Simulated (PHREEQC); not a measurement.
Dissolve 0.17 mol/kgw HBr, 0.00012 mol/kgw CaCl2 and 0.002 mol/kgw KCl at 25 °C. Closed to the air; pH follows from the charge balance.

Model: ion-association model, phreeqc.dat, run in PHREEQC.

```
Quantity                      Value
--------------------  -------------
pH                             0.86
ionic strength        0.172 mol/kgw
activity of water             0.994
specific conductance    58000 µS/cm
density                 1.007 g/cm³
total alkalinity        -170 meq/kg
```

```json
[
 {"species": "H+", "molality": "0.170", "activity": "0.137", "log γ": "-0.095"},
 {"species": "Br-", "molality": "0.170", "activity": "0.120", "log γ": "-0.150"},
 {"species": "Cl-", "molality": "0.00224", "activity": "0.00163", "log γ": "-0.139"},
 {"species": "K+", "molality": "0.00200", "activity": "0.00145", "log γ": "-0.141"},
 {"species": "Ca+2", "molality": "0.000120", "activity": "4.02e-5", "log γ": "-0.475"}
]
```

Precipitation was switched off in this run.
